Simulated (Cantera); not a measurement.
Feed: 1 mol C₂H₆, 1.2 mol NH₃, 0.053 mol H₂O, at 2602 °C and 0.100 bar.

Method: chemical equilibrium by Gibbs-energy minimisation in Cantera with the NASA 1993 tables (ideal gas, pure condensed phases). Candidate condensed phases: C, C₆H₆, C₇H₈, C₈H₁₈, H₂O; 136 gas species. Kinetics and transport are ignored.

Base state: H₂ 0.591, H 0.257, N₂ 0.0744, HCN 0.0335, C₂H₂ (acetylene) 0.0252, CO 0.00836, HNC 0.00570, C₂H 0.00156 (mole fractions); condensed: C(graphite).

What changes in the equilibrium state with this change: temperature from 2602 °C to 650 °C?


| species | before | after |
|---|---|---|
| H₂ | 0.591 | 0.862 |
| N₂ | 0.0744 | 0.111 |
| CH₄ | 3.13e-6 | 0.0173 |
| H | 0.257 | <1e-9 |
| C₂H₂ (acetylene) | 0.0252 | <1e-9 |
| HCN | 0.0335 | 4.23e-7 |
| HNC | 0.00570 | <1e-9 |
| C₂H | 0.00156 | <1e-9 |
| CN | 0.00133 | <1e-9 |
| C₃ | 0.000775 | <1e-9 |
| C(graphite), mol | 1.32 | 1.86 |
